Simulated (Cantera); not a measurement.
# AlN + O2 + N2 + H2O (nitride etching)

Charge: 1 mol AlN, 10 mol O2, 41 mol N2, 28 mol H2O, held at 0.420 bar.

Cantera equilibrium calculation (NASA polynomials, part measured and part estimated; ideal gas, pure solids and liquids). Candidate condensed phases: Al, AlN, Al2O3, H2O; 35 gas species. Gases not in the tables: Al(OH)3. Equilibrium is a limit: real reactors are often held back by kinetics, nucleation or transport.

| T (°C) | log p N2 | log p H2O | log p O2 | log p OH | log p NO | log p H2 | n Al2O3(s) |
|---|---|---|---|---|---|---|---|
| 900 | -0.65 | -0.83 | -1.31 | -5.76 | -4.39 | -8.32 | 0.500 |
| 1000 | -0.66 | -0.83 | -1.31 | -5.19 | -4.07 | -7.45 | 0.500 |
| 1100 | -0.66 | -0.83 | -1.31 | -4.70 | -3.80 | -6.70 | 0.500 |
| 1200 | -0.66 | -0.83 | -1.31 | -4.28 | -3.56 | -6.05 | 0.500 |
| 1300 | -0.66 | -0.83 | -1.31 | -3.91 | -3.36 | -5.49 | 0.500 |
| 1400 | -0.66 | -0.83 | -1.31 | -3.59 | -3.18 | -4.99 | 0.500 |
| 1500 | -0.66 | -0.83 | -1.31 | -3.31 | -3.02 | -4.55 | 0.500 |
| 1600 | -0.66 | -0.83 | -1.32 | -3.05 | -2.87 | -4.15 | 0.500 |
| 1700 | -0.66 | -0.83 | -1.32 | -2.82 | -2.75 | -3.80 | 0.500 |
| 1800 | -0.66 | -0.83 | -1.32 | -2.62 | -2.63 | -3.48 | 0.500 |
log p: log10 of the partial pressure in bar; n: condensed amount in mol.

From 900 °C to 1800 °C the condensed part is Al2O3(s).
